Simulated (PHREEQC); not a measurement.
Solution (42 °C): 140 mmol/kgw NH4HF2, 1.5 mmol/kgw H2SiF6, 0.18 mmol/kgw H3BO3 and 4.4 mmol/kgw H2SO4. Closed to the air; pH follows from the charge balance.

Model: ion-association model, wateq4f.dat, run in PHREEQC.

No solid was allowed to form.

Question: Order these S species by the share of S that they hold, largest first: NH4SO4-, SO4-2, HSO4-.

Answer: SO4-2 (62 %), NH4SO4- (35 %), HSO4- (2.6 %)

The pH is 3.17 and the ionic strength 0.143 mol/kgw. Complexes and solids missing from the database can't appear. wateq4f.dat counts part of the HF as a dimer, H2F2, which phreeqc.dat doesn't know; its constant is uncertain. At this temperature some constants are extrapolated from 25 °C, and those without enthalpy data are left unchanged. SiF6-2 is the database's only silicon fluoride. Real BF4- forms and hydrolyses slowly; the run takes it at equilibrium.
